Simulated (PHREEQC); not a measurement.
Make-up at 15 °C: 0.055 mol KOH and 7.9e-07 mol H4SiO4 per kg of water. Closed to the air; pH follows from the charge balance.

Model: ion-association model, wateq4f.dat, run in PHREEQC.

Each row changes one thing in this solution. Precipitation was switched off in this run.

```csv
case,pH,H3SiO4- (mol/kgw),H4SiO4 (mol/kgw),SI of Quartz (SiO2)
as made,12.99,4.97e-7,3.97e-10,-5.26
H4SiO4 from 7.9e-07 to 8.69e-07 mol/kgw,12.99,5.47e-7,___,-5.22
temperature from 15 to 30 °C,12.49,5.24e-7,7.84e-10,___
KOH left out,7.17,1.18e-9,7.89e-7,-1.97
temperature from 15 to 20 °C,___,5.06e-7,5.03e-10,___
H4SiO4 from 7.9e-07 to 7.9e-06 mol/kgw,12.99,4.97e-6,3.98e-9,-4.26
H4SiO4 replaced by Na2SiO3 at the same molality,12.99,4.97e-7,3.97e-10,-5.26
0.0033 mol/kgw LiOH added,13.02,4.85e-7,3.66e-10,-5.30
0.027 mol/kgw KCl added,12.98,___,3.89e-10,-5.27
```

### Question
Some entries are withheld; supply them.

### Answer

- H4SiO4 from 7.9e-07 to 8.69e-07 mol/kgw, H4SiO4 (mol/kgw): 4.37e-10
- temperature from 15 to 30 °C, SI of Quartz (SiO2): -5.19
- temperature from 15 to 20 °C, pH: 12.82
- temperature from 15 to 20 °C, SI of Quartz (SiO2): -5.24
- 0.027 mol/kgw KCl added, H3SiO4- (mol/kgw): 4.89e-7

Complexes and solids missing from the database can't appear.
